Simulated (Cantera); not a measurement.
An adiabatic, constant-volume homogeneous reactor starts with 12.8 % CH4, 18.3 % O2, 68.8 % N2, at 1550 K and 4.93 atm.

Model: GRI-Mech 3.0 (53 species, 325 reactions), integrated in Cantera. Above 3000 K some thermodynamic fits are extrapolated.

x: mole fraction; the columns are a selection and need not sum to one.

| t (s) | T (K) | P (bar) | x CH4 | x O2 | x H2O | x C2H4 | x OH |
|---|---|---|---|---|---|---|---|
| 2.00e-6 | 1550 | 5.00 | 0.128 | 0.183 | 6.50e-7 | 1.24e-10 | 2.19e-8 |
| 5.72e-6 | 1550 | 5.00 | 0.128 | 0.183 | ? | ? | ? |
| 1.64e-5 | 1550 | 5.00 | 0.128 | 0.183 | 3.28e-5 | 2.23e-7 | 1.84e-7 |
| 4.68e-5 | 1551 | 5.00 | 0.128 | 0.183 | 0.000301 | 9.17e-6 | 5.70e-7 |
| 0.000134 | 1569 | 5.06 | 0.124 | 0.181 | 0.00308 | 0.000205 | 2.55e-6 |
| 0.000383 | 3085 | 10.9 | 6.00e-12 | 0.00240 | 0.160 | <1e-12 | 0.0145 |
| 0.00110 | 3085 | 10.9 | 6.01e-12 | 0.00239 | 0.160 | <1e-12 | 0.0144 |
| 0.00313 | 3085 | 10.9 | 6.01e-12 | 0.00239 | 0.160 | <1e-12 | 0.0144 |
| 0.00896 | 3085 | 10.9 | 6.01e-12 | 0.00239 | 0.160 | <1e-12 | 0.0144 |
| 0.0256 | 3085 | 10.9 | 6.01e-12 | 0.00239 | 0.160 | <1e-12 | 0.0144 |
| 0.0733 | 3085 | 10.9 | 6.01e-12 | 0.00239 | 0.160 | <1e-12 | 0.0144 |
| 0.210 | 3085 | 10.9 | 6.01e-12 | 0.00239 | 0.160 | <1e-12 | 0.0144 |
| 0.600 | 3085 | 10.9 | 6.01e-12 | 0.00239 | 0.160 | <1e-12 | 0.0144 |

Question: Some entries are withheld; supply them.

Answer: 
- 5.72e-6, x H2O: 3.97e-6
- 5.72e-6, x C2H4: 4.81e-9
- 5.72e-6, x OH: 5.68e-8
